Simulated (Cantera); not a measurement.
## SiH4 + NO + H2 (silicon oxide and oxynitride deposition)

Feed: 1 mol SiH4, 0.13 mol NO, 0.82 mol H2, held at 0.280 bar.

These are equilibrium values from Cantera (NASA tables, ideal gas, pure condensed phases), not measurements of a reactor. Candidate condensed phases: H2O, Si, SiO2, Si2N2O, Si3N4; 35 gas species. Mutual solubility and eutectic melting of coexisting phases are not modelled. The tables hold silica as quartz up to 1696 K and as liquid above; real silica turns to tridymite and cristobalite and melts near 1996 K. Gases not in the tables: Si2H6 and higher silanes. Kinetics and transport are ignored.

| T (°C) | log p H2 | log p SiO | log p N2 | log p H | log p Si | n Si(s) | n SiO2(α-quartz) | n Si2N2O(s) | n SiO2(β-quartz) | n Si(l) |
|---|---|---|---|---|---|---|---|---|---|---|
| 227 | -0.55 | <-12 | <-12 | <-12 | <-12 | 0.838 | 0.0325 | 0.0650 | 0 | 0 |
| 427 | -0.55 | <-12 | <-12 | <-12 | <-12 | 0.838 | 0.0325 | 0.0650 | 0 | 0 |
| 627 | -0.55 | -11.30 | <-12 | -10.21 | <-12 | 0.838 | 0 | 0.0650 | 0.0325 | 0 |
| 827 | -0.55 | -7.64 | <-12 | -7.86 | <-12 | 0.837 | 0 | 0.0650 | 0.0325 | 0 |
| 1027 | -0.55 | -5.12 | -9.69 | -6.23 | -10.36 | 0.837 | 0 | 0.0650 | 0.0325 | 0 |
| 1227 | -0.55 | -3.29 | -7.10 | -5.03 | -7.98 | 0.835 | 0 | 0.0650 | 0.0299 | 0 |
| 1427 | -0.56 | -2.20 | -4.82 | -4.11 | -6.17 | 0 | 0 | 0.0648 | 0 | 0.805 |
| 1627 | -0.58 | -1.94 | -2.28 | -3.39 | -4.90 | 0 | 0 | 0.00833 | 0 | 0.861 |
| 1827 | -0.58 | -1.92 | -2.22 | -2.80 | -3.87 | 0 | 0 | 0 | 0 | 0.868 |
log p: log10 of the partial pressure in bar; n: condensed amount in mol.

From 227 °C to 427 °C the condensed part is Si(s) + SiO2(α-quartz) + Si2N2O(s). From 627 °C to 1227 °C the condensed part is Si(s) + SiO2(β-quartz) + Si2N2O(s). From 1427 °C to 1627 °C the condensed part is Si(l) + Si2N2O(s). At 1827 °C the condensed part is Si(l).
